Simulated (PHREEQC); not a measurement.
FeCl3 is added in steps, without added water, to 1 kg of water holding 15 mmol/kgw H2SO4, 72 mmol/kgw CuSO4 and 0.49 mmol/kgw Na2SO4, at 49 °C. Oxygen is held at 0.21 atm. The system is closed to CO2. Only these solids could form: Fe(OH)3(a), Cu(OH)2, Brochantite, Antlerite, Atacamite, Jarosite-Na, Halite, Mirabilite, Chalcanthite.

Base run: PHREEQC, ion-association model, wateq4f.dat. Each further column changes one thing. The table gives pH.

```tsv
FeCl3 added (mol)	base	database phreeqc.dat	all activity coefficients set to 1	metal-ligand complexes left out	Debye-Hückel limiting law
0	2.09	2.09	2.03	2.24	2.07
0.013	2.04	2.03	[?]	2.02	2.02
0.026	1.99	1.98	1.86	1.90	1.96
0.0455	1.91	1.91	1.77	1.77	1.89
0.0585	1.87	1.87	1.72	[?]	1.86
0.0715	1.83	1.84	1.69	1.66	1.83
0.0845	1.81	1.81	1.66	1.62	1.81
0.104	1.78	1.78	1.63	[?]	1.79
0.117	1.76	1.76	1.62	[?]	1.78
0.13	1.75	1.75	[?]	[?]	1.77
```

Problem. Some entries are withheld; supply them.

Solution. 
- 0.013, all activity coefficients set to 1: 1.93
- 0.0585, metal-ligand complexes left out: 1.71
- 0.104, metal-ligand complexes left out: 1.58
- 0.117, metal-ligand complexes left out: 1.56
- 0.13, all activity coefficients set to 1: 1.61
- 0.13, metal-ligand complexes left out: 1.54

At this temperature some constants are extrapolated from 25 °C, and those without enthalpy data are left unchanged. The ionic strength passes 0.7 mol/kgw, the rough limit of the ion-association models, in part of: metal-ligand complexes left out; Debye-Hückel limiting law. phreeqc.dat and wateq4f.dat share most of their constants, so their agreement is no independent check. Solids allowed in the column 'database phreeqc.dat': Fe(OH)3(a), Halite.
